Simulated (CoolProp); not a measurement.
Vapour-liquid equilibrium of propylene (1) + acetone (2) at 0.286 MPa; x and y are mole fractions of (1).

Values from CoolProp's multi-fluid Helmholtz-energy mixture model, Lemmon 2013 and Lemmon 2006; pair parameters Bell 2016.

```
x     bubble temperature, mixture model (K)  bubble temperature, Raoult's law (K)  y, mixture model  y, Raoult's law
----  -------------------------------------  ------------------------------------  ----------------  ---------------
0.05                                  328.2                                 340.5             0.657            0.512
0.2                                   276.7                                 302.4             0.963            0.897
0.35                                  263.2                                 283.6             0.984            0.964
0.5                                   259.0                                 271.9             0.988            0.985
0.65                                  257.3                                 263.8             0.990            0.993
0.8                                   255.5                                 257.6             0.992            0.997
0.95                                  252.6                                 252.7             0.997            1.000
```

The largest gap from Raoult's law is -25.7 K in bubble temperature, at x = 0.2. No azeotrope shows between x = 0.05 and 0.95.

The pair parameters rest on a limited set of measurements; away from them the model extrapolates. With so large a gap from Raoult's law the liquid may split in two, which this calculation doesn't test in full.
